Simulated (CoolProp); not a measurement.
Vapour-liquid equilibrium of propane (1) + neopentane (2) at 25.95 °C; x and y are mole fractions of (1).

Values from CoolProp's multi-fluid Helmholtz-energy mixture model, Lemmon 2009 and Lemmon 2006; pair parameters Bell 2016.

| x | bubble pressure (bar) | y at the bubble point | dew pressure at overall composition x (bar) | liquid density (mol/L) |
|---|---|---|---|---|
| 0.05 | 1.961 | 0.137 | 1.834 | 8.222 |
| 0.15 | 2.360 | 0.349 | 1.982 | 8.508 |
| 0.25 | 2.807 | 0.512 | 2.156 | 8.809 |
| 0.35 | 3.337 | 0.645 | 2.363 | 9.124 |
| 0.45 | 3.984 | 0.753 | 2.617 | 9.449 |
| 0.55 | 4.773 | 0.837 | 2.937 | 9.783 |
| 0.65 | 5.717 | 0.900 | 3.361 | 10.12 |
| 0.75 | 6.805 | 0.945 | 3.965 | 10.45 |
| 0.85 | 7.988 | 0.975 | 4.934 | 10.76 |
| 0.95 | 9.184 | 0.994 | 6.974 | 11.03 |

No azeotrope shows between x = 0.05 and 0.95.

Pair parameters are fitted to limited data, so mixtures are less certain than the pure fluids.
